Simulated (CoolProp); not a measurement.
CF4 (R14) along the isobar 4340 kPa: Z from the reference equation and from simpler models built on Tc = -45.8 °C, pc = 3762 kPa, ω = 0.178; each cubic takes its own stable root.

Computed with CoolProp (reference Helmholtz-energy equation of state, Platzer 1990). This equation is an older, rougher fit; its heat capacities, sound speeds and derivatives of the liquid may be far off and weren't checked against measurements.

```
T (°C)           phase  reference  van der Waals  Redlich-Kwong  Soave-Redlich-Kwong
-------  -------------  ---------  -------------  -------------  -------------------
-105.15         liquid     0.1827         0.2716         0.1914               0.1870
-96.95          liquid     0.1800         0.2668         0.1899               0.1852
-88.65          liquid     0.1783         0.2637         0.1899               0.1849
-80.45          liquid     0.1777         0.2624         0.1916               0.1865
-72.15          liquid     0.1788         0.2632         0.1956               0.1904
-63.95          liquid     0.1820         0.2671         0.2029               0.1978
-55.65          liquid     0.1894         0.2761         0.2163               0.2119
-47.45          liquid     0.2079         0.2954         0.2446               0.2430
-39.25   supercritical     0.3922         0.3602         0.3823               0.4155
-30.95   supercritical     0.5676         0.5405         0.5535               0.5775
-22.75   supercritical     0.6480         0.6209         0.6311               0.6558
-14.45   supercritical     0.7030         0.6736         0.6849               0.7108
-6.25    supercritical     0.7440         0.7126         0.7254               0.7524
2.05     supercritical     0.7771         0.7441         0.7583               0.7862
10.25    supercritical     0.8040         0.7699         0.7851               0.8139
```
